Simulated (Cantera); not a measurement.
# Equilibrium for carbon deposition, reforming and gasification: CH4 + NH3 + N2

Charge: 1 mol CH4, 0.91 mol NH3, 29 mol N2, at 1 atm.

Method: chemical equilibrium by Gibbs-energy minimisation in Cantera with the NASA 1993 tables (ideal gas, pure condensed phases). Candidate condensed phases: C, C6H6, C7H8, C8H18; 92 gas species. Equilibrium is a limit: real reactors are often held back by kinetics, nucleation or transport.

From 575 °C to 2225 °C the condensed part is C(graphite). From 2375 °C to 2525 °C nothing is condensed. The main C-bearing gas is CH4 at 575 °C and HCN at 2525 °C.

```json
[
 {"T (°C)": "575", "x N2": "0.902", "x H2": "0.0920", "x HCN": "8.43e-8", "x H": "5.74e-12", "x CH4": "0.00550", "x HNC": "3.36e-11", "x C2H2 (acetylene)": "<1e-12", "x CN": "<1e-12", "n C(graphite)": "0.821"},
 {"T (°C)": "725", "x N2": "0.898", "x H2": "0.101", "x HCN": "1.51e-6", "x H": "6.78e-10", "x CH4": "0.00100", "x HNC": "2.20e-9", "x C2H2 (acetylene)": "1.09e-10", "x CN": "<1e-12", "n C(graphite)": "0.967"},
 {"T (°C)": "875", "x N2": "0.898", "x H2": "0.102", "x HCN": "1.23e-5", "x H": "2.27e-8", "x CH4": "0.000251", "x HNC": "4.68e-8", "x C2H2 (acetylene)": "3.79e-9", "x CN": "<1e-12", "n C(graphite)": "0.991"},
 {"T (°C)": "1025", "x N2": "0.898", "x H2": "0.102", "x HCN": "6.16e-5", "x H": "3.41e-7", "x CH4": "8.45e-5", "x HNC": "4.87e-7", "x C2H2 (acetylene)": "5.71e-8", "x CN": "<1e-12", "n C(graphite)": "0.995"},
 {"T (°C)": "1175", "x N2": "0.897", "x H2": "0.102", "x HCN": "0.000219", "x H": "2.93e-6", "x CH4": "3.54e-5", "x HNC": "3.10e-6", "x C2H2 (acetylene)": "4.86e-7", "x CN": "2.43e-11", "n C(graphite)": "0.992"},
 {"T (°C)": "1325", "x N2": "0.897", "x H2": "0.102", "x HCN": "0.000612", "x H": "1.69e-5", "x CH4": "1.74e-5", "x HNC": "1.39e-5", "x C2H2 (acetylene)": "2.75e-6", "x CN": "7.33e-10", "n C(graphite)": "0.979"},
 {"T (°C)": "1475", "x N2": "0.897", "x H2": "0.102", "x HCN": "0.00143", "x H": "7.24e-5", "x CH4": "9.64e-6", "x HNC": "4.81e-5", "x C2H2 (acetylene)": "1.15e-5", "x CN": "1.22e-8", "n C(graphite)": "0.950"},
 {"T (°C)": "1625", "x N2": "0.896", "x H2": "0.101", "x HCN": "0.00290", "x H": "0.000247", "x CH4": "5.82e-6", "x HNC": "0.000136", "x C2H2 (acetylene)": "3.79e-5", "x CN": "1.30e-7", "n C(graphite)": "0.898"},
 {"T (°C)": "1775", "x N2": "0.894", "x H2": "0.0992", "x HCN": "0.00528", "x H": "0.000701", "x CH4": "3.74e-6", "x HNC": "0.000327", "x C2H2 (acetylene)": "0.000104", "x CN": "9.78e-7", "n C(graphite)": "0.809"},
 {"T (°C)": "1925", "x N2": "0.892", "x H2": "0.0966", "x HCN": "0.00879", "x H": "0.00172", "x CH4": "2.50e-6", "x HNC": "0.000692", "x C2H2 (acetylene)": "0.000245", "x CN": "5.55e-6", "n C(graphite)": "0.672"},
 {"T (°C)": "2075", "x N2": "0.888", "x H2": "0.0925", "x HCN": "0.0135", "x H": "0.00373", "x CH4": "1.69e-6", "x HNC": "0.00132", "x C2H2 (acetylene)": "0.000506", "x CN": "2.51e-5", "n C(graphite)": "0.475"},
 {"T (°C)": "2225", "x N2": "0.883", "x H2": "0.0867", "x HCN": "0.0195", "x H": "0.00729", "x CH4": "1.15e-6", "x HNC": "0.00228", "x C2H2 (acetylene)": "0.000930", "x CN": "9.46e-5", "n C(graphite)": "0.213"},
 {"T (°C)": "2375", "x N2": "0.878", "x H2": "0.0804", "x HCN": "0.0239", "x H": "0.0131", "x CH4": "7.03e-7", "x HNC": "0.00328", "x C2H2 (acetylene)": "0.00125", "x CN": "0.000274", "n C(graphite)": "0"},
 {"T (°C)": "2525", "x N2": "0.873", "x H2": "0.0757", "x HCN": "0.0232", "x H": "0.0222", "x CH4": "3.75e-7", "x HNC": "0.00369", "x C2H2 (acetylene)": "0.00108", "x CN": "0.000573", "n C(graphite)": "0"}
]
```
x: gas mole fraction; n: condensed amount in mol.
